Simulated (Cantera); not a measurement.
Input: 1 mol FeS, 8.5 mol H₂, 0.084 mol H₂O, held at 1650 K and 1 atm.

Equilibrium computed with Cantera from the NASA thermochemical tables; the gas is ideal and each condensed phase is pure. Candidate condensed phases: Fe, FeO, Fe(OH)₂, Fe(OH)₃, FeS, FeSO₄, FeS₂, Fe₂O₃, Fe₂(SO₄)₃, Fe₃O₄, H₂O, H₂SO₄, S; 22 gas species. Metal and sulfide melt together well below either melting point, which pure phases cannot show. Mutual solubility and eutectic melting of coexisting phases are not modelled. FeS: taken at fixed stoichiometry. Kinetics and transport are ignored.

Base state: H₂ 0.972, H₂S 0.0182, H₂O 0.00978, SH 0.000272, S₂ 9.84e-5, H 8.90e-5 (mole fractions); condensed: Fe(γ) + FeS(l).

**Question.** What changes in the equilibrium state with this change: 0.052 mol NH₃ added?

**Answer.** 
```csv
species,before,after
H₂,0.972,0.969
H₂S,0.0182,0.0181
H₂O,0.00978,0.00967
N₂,0,0.00299
H,8.90e-5,8.88e-5
SH,0.000272,0.000272
S₂,9.84e-5,9.84e-5
"Fe(γ), mol",0.160,0.162
"FeS(l), mol",0.840,0.838
```
